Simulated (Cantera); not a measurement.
Abatement and gas-phase synthesis: CO2 + O2 + N2

Feed: 1 mol CO2, 2.2 mol O2, 11 mol N2, held at 3375 K.

Cantera equilibrium calculation (NASA polynomials, part measured and part estimated; ideal gas, pure solids and liquids). Candidate condensed phases: C; 24 gas species. The ideal-gas law is rough above about 30 bar. Kinetics and transport are ignored.

```tsv
P (Pa)	x N2	x O	x O2	x CO2	x CO	x NO
10	0.624	0.308	7.49e-5	4.45e-6	0.0572	0.00120
52	0.629	0.307	0.000387	2.31e-5	0.0574	0.00274
280	0.631	0.301	0.00201	0.000123	0.0576	0.00626
1400	0.635	0.284	0.00891	0.000580	0.0578	0.0132
7600	0.649	0.232	0.0324	0.00257	0.0576	0.0255
40000	0.676	0.151	0.0718	0.00834	0.0548	0.0387
210000	0.702	0.0794	0.105	0.0196	0.0464	0.0477
1100000	0.721	0.0373	0.121	0.0346	0.0333	0.0520
5700000	0.733	0.0168	0.127	0.0489	0.0202	0.0536
30000000	0.741	0.00734	0.128	0.0592	0.0106	0.0541
```
x: gas mole fraction; nothing condenses.

From 0.000100 bar to 300 bar nothing is condensed. The main C-bearing gas is CO at 0.000100 bar and CO2 at 300 bar.
